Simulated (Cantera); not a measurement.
Charge: 1 mol AlN, 1.4 mol O2, 3.7 mol H2, held at 950 °C and 0.140 bar.

Method: chemical equilibrium by Gibbs-energy minimisation in Cantera with the NASA 1993 tables (ideal gas, pure condensed phases). Candidate condensed phases: Al, AlN, Al2O3, H2O; 35 gas species. Equilibrium is a limit: real reactors are often held back by kinetics, nucleation or transport.

Base state: H2 0.571, H2O 0.310, N2 0.119 (mole fractions); condensed: Al2O3(s).

Question: What changes in the equilibrium state with this change: AlN replaced by Si3N4?

Answer: 
```tsv
species	before	after
H2	0.571	0.798
N2	0.119	0.201
H2O	0.310	9.02e-5
Al2O3(s), mol	0.500	0
SiO2(β-quartz), mol	0	0.866
Si2N2O(s), mol	0	1.07
```
Mutual solubility and eutectic melting of coexisting phases are not modelled. The tables hold silica as quartz up to 1696 K and as liquid above; real silica turns to tridymite and cristobalite and melts near 1996 K. Further candidate phases: Si, SiO2, Si2N2O, Si3N4.
